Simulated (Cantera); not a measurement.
Charge: 1 mol Cr, 5.3 mol N2, at 10000 Pa.

Equilibrium computed with Cantera from the NASA thermochemical tables; the gas is ideal and each condensed phase is pure. Candidate condensed phases: Cr, CrN, Cr2N; 4 gas species. Kinetics and transport are ignored.

x: gas mole fraction; n: condensed amount in mol.

```json
[
 {"T (K)": "1973", "x N2": "0.992", "x Cr": "0.00841", "x CrN": "2.49e-8", "x N": "1.91e-9", "n Cr(s)": "0.955", "n Cr(l)": "0"},
 {"T (K)": "2023", "x N2": "0.985", "x Cr": "?", "x CrN": "?", "x N": "?", "n Cr(s)": "0.921", "n Cr(l)": "0"},
 {"T (K)": "2073", "x N2": "0.975", "x Cr": "0.0252", "x CrN": "1.00e-7", "x N": "7.79e-9", "n Cr(s)": "0.863", "n Cr(l)": "0"},
 {"T (K)": "2123", "x N2": "0.958", "x Cr": "?", "x CrN": "?", "x N": "?", "n Cr(s)": "?", "n Cr(l)": "0"},
 {"T (K)": "2173", "x N2": "0.934", "x Cr": "0.0660", "x CrN": "3.39e-7", "x N": "2.75e-8", "n Cr(s)": "0", "n Cr(l)": "0.625"},
 {"T (K)": "2223", "x N2": "0.898", "x Cr": "0.102", "x CrN": "5.83e-7", "x N": "4.90e-8", "n Cr(s)": "0", "n Cr(l)": "0.399"},
 {"T (K)": "2273", "x N2": "0.846", "x Cr": "0.154", "x CrN": "9.66e-7", "x N": "8.43e-8", "n Cr(s)": "0", "n Cr(l)": "0.0352"},
 {"T (K)": "2323", "x N2": "0.841", "x Cr": "0.159", "x CrN": "1.12e-6", "x N": "1.45e-7", "n Cr(s)": "0", "n Cr(l)": "0"},
 {"T (K)": "2373", "x N2": "0.841", "x Cr": "0.159", "x CrN": "1.25e-6", "x N": "2.46e-7", "n Cr(s)": "0", "n Cr(l)": "0"}
]
```

Task: Some entries are withheld; supply them.

Result: 
- 2023, x Cr: 0.0148
- 2023, x CrN: 5.09e-8
- 2023, x N: 3.93e-9
- 2123, x Cr: 0.0418
- 2123, x CrN: 1.90e-7
- 2123, x N: 1.49e-8
- 2123, n Cr(s): 0.769
